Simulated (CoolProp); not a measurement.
Properties of carbon dioxide at several states.

Model: reference Helmholtz-energy equation of state, Span 1996, in CoolProp.

| T (K) | p (kPa) | phase | Z | speed of sound (m/s) | expansivity (1/kK) | viscosity (µPa s) | fugacity coefficient |
|---|---|---|---|---|---|---|---|
| 417.8 | 28.2 | gas | 0.9996 | 313.7 | 2.397 | 20.4 | 0.9996 |
| 250.1 | 39400 | liquid | 0.7262 | 985.4 | 2.523 | 210 | 0.07876 |
| 711.4 | 17400 | supercritical | 1.012 | 420.8 | 1.611 | 34.1 | 1.005 |

Viscosity comes from a separate model (Laesecke 2017).
